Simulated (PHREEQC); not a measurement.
Solution (70 °C): 0.0038 mol KOH, 0.3 mol K2SO4 and 1.3e-05 mol CO2 per kg of water. Closed to the air; pH follows from the charge balance.

Computed with PHREEQC (ion-association model, phreeqc.dat).

Question: The ionic strength comes out as 0.608 mol/kgw. What activity coefficients do CO3-2, OH-, KSO4-, SO4-2, K+ get?

Answer: CO3-2 0.19, OH- 0.59, KSO4- 0.66, SO4-2 0.17, K+ 0.61.

No solid was allowed to form. Species that the database lacks are ignored. Constants without temperature data keep their 25 °C values here.
